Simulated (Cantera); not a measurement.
Thermodynamics of fluorocarbon and chlorocarbon gases, feed CF4 + HCl + CH4

Input: 1 mol CF4, 0.93 mol HCl, 0.024 mol CH4, held at 7.50e-5 bar.

Method: chemical equilibrium by Gibbs-energy minimisation in Cantera with the NASA 1993 tables (ideal gas, pure condensed phases). Candidate condensed phases: C, C6H6, C7H8, C8H18; 118 gas species. Gases not in the tables: C2F6 and larger saturated fluorocarbons. The numbers say what is thermodynamically allowed, not how fast it happens.

| T (K) | x F | x HF | x Cl | x H | x C | x CF2 | x C3 | x CF4 | x CF | n C(graphite) |
|---|---|---|---|---|---|---|---|---|---|---|
| 1948 | 0.345 | 0.255 | 0.231 | 4.17e-6 | 1.28e-7 | 0.138 | 9.91e-8 | 0.0280 | 0.00123 | 0.344 |
| 2098 | 0.511 | 0.221 | 0.201 | 3.29e-5 | 3.04e-6 | 0.0624 | 3.68e-6 | 0.000501 | 0.00376 | 0.714 |
| 2248 | 0.568 | 0.212 | 0.192 | 0.000270 | 4.69e-5 | 0.0194 | 8.34e-5 | 5.99e-6 | 0.00779 | 0.891 |
| 2398 | 0.581 | 0.207 | 0.189 | 0.00186 | 0.000514 | 0.00605 | 0.00126 | 9.34e-8 | 0.0137 | 0.905 |
| 2548 | 0.571 | 0.192 | 0.183 | 0.0101 | 0.00424 | 0.00200 | 0.0138 | 2.06e-9 | 0.0216 | 0.659 |
| 2698 | 0.553 | 0.147 | 0.168 | 0.0381 | 0.0200 | 0.000521 | 0.0432 | 4.68e-11 | 0.0229 | 0 |
| 2848 | 0.569 | 0.0852 | 0.156 | 0.0863 | 0.0499 | 0.000109 | 0.0294 | 1.24e-12 | 0.0160 | 0 |
| 2998 | 0.573 | 0.0349 | 0.143 | 0.123 | 0.0952 | 2.16e-5 | 0.0121 | <1e-12 | 0.00948 | 0 |
| 3148 | 0.571 | 0.0125 | 0.137 | 0.138 | 0.129 | 3.69e-6 | 0.00234 | <1e-12 | 0.00443 | 0 |
| 3298 | 0.572 | 0.00461 | 0.134 | 0.144 | 0.141 | 6.17e-7 | 0.000297 | <1e-12 | 0.00184 | 0 |
x: gas mole fraction; n: condensed amount in mol.

From 1948 K to 2548 K the condensed part is C(graphite). From 2698 K to 3298 K nothing is condensed. The main C-bearing gas is CF2 at 1948 K and C at 3298 K.
